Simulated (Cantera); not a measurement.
Stirred combustor or abatement burner

A perfectly stirred reactor is fed with C3H8 : O2 : N2 = 1 : 5.49 : 54.4 (molar parts), equivalence ratio 0.91, at 11.0 bar; it is adiabatic with a 350 K inlet, and is followed from long to short residence time, starting on the burning branch (τ in s: 0.35, 0.1, 0.03, 0.0089, 0.0026, 0.00077, 0.00023, 6.7e-05, 2e-05, 5.8e-06).

Computed with Cantera and GRI-Mech 3.0 (53 species, 325 reactions). GRI-Mech 3.0 was tuned for natural gas; its chemistry of propane as a main component is partial and can be far from experiment.

```tsv
τ (s)	T (K)	x C3H8	x O2	x C2H6	x C2H2	x OH	x CH2	x CH3
0.35	1339	5.16e-6	0.00835	9.10e-8	1.08e-5	8.44e-6	1.84e-9	1.12e-6
0.10	1328	1.47e-5	0.00910	3.98e-7	1.33e-5	9.46e-6	4.64e-9	2.51e-6
0.030	1287	5.39e-5	0.0119	2.42e-6	1.58e-5	7.48e-6	7.53e-9	5.40e-6
0.0089	350	0.0164	0.0902	<1e-12	<1e-12	<1e-12	<1e-12	<1e-12
0.0026	350	0.0164	0.0902	<1e-12	<1e-12	<1e-12	<1e-12	<1e-12
0.00077	350	0.0164	0.0902	<1e-12	<1e-12	<1e-12	<1e-12	<1e-12
0.00023	350	0.0164	0.0902	<1e-12	<1e-12	<1e-12	<1e-12	<1e-12
6.7e-5	350	0.0164	0.0902	<1e-12	<1e-12	<1e-12	<1e-12	<1e-12
2.0e-5	350	0.0164	0.0902	<1e-12	<1e-12	<1e-12	<1e-12	<1e-12
5.8e-6	350	0.0164	0.0902	<1e-12	<1e-12	<1e-12	<1e-12	<1e-12
```
x: mole fraction; the columns are a selection and need not sum to one.
